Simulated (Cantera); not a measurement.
Input: 1 mol CF4, 0.022 mol HCl, 0.22 mol H2, at 10.0 mbar.

These are equilibrium values from Cantera (NASA tables, ideal gas, pure condensed phases), not measurements of a reactor. Candidate condensed phases: C, C6H6, C7H8, C8H18; 118 gas species. Gases not in the tables: C2F6 and larger saturated fluorocarbons. The numbers say what is thermodynamically allowed, not how fast it happens.

Task: At 1673 K, list the 6 most abundant gas species with their mole fractions, and the condensed phases.

Result: CF4 0.643, HF 0.336, Cl 0.0149, CF2 0.00345, F 0.000772, HCl 0.000700. Condensed: C(graphite).
